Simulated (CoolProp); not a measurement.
Vapour-liquid equilibrium of methane (1) + ethylene (2) at 133.2 K; x and y are mole fractions of (1).

Computed with CoolProp (multi-fluid Helmholtz-energy mixture model, Setzmann 1991 and Smukala 2000; pair parameters Bell 2016).

Problem. Give the bubble pressure and the first vapour's composition at x = 0.5, 0.65, 0.8. Is there an azeotrope?

Solution. x = 0.5: 2.642 bar, y = 0.984; x = 0.65: 3.137 bar, y = 0.989; x = 0.8: 3.627 bar, y = 0.993. No azeotrope shows between x = 0.05 and 0.95.

Pair parameters are fitted to limited data, so mixtures are less certain than the pure fluids.
